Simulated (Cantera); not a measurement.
Mixture: CH4 : H2 : O2 : N2 = 1 : 0.74 : 2.04 : 11.8 (molar parts), at 101000 Pa, adiabatic and at constant pressure. Ignition delay is the time to a rise of 400 K.

Detailed kinetics in Cantera: GRI-Mech 3.0 (53 species, 325 reactions). Below about 1000 K GRI-Mech 3.0 lacks low-temperature oxidation paths. Below about 950 K walls govern HO2 and H2O2 in real vessels.

Predict: delay at 925 K; delay at 1125 K; delay at 1325 K; delay at 1525 K; delay at 1725 K; apparent activation energy between 1525 and 1725 K.


| Quantity | Value |
|---|---|
| delay at 925 K | 0.100 s |
| delay at 1125 K | 4.51 ms |
| delay at 1325 K | 0.822 ms |
| delay at 1525 K | 0.217 ms |
| delay at 1725 K | 79.2 µs |
| apparent activation energy between 1525 and 1725 K | 110 kJ/mol |
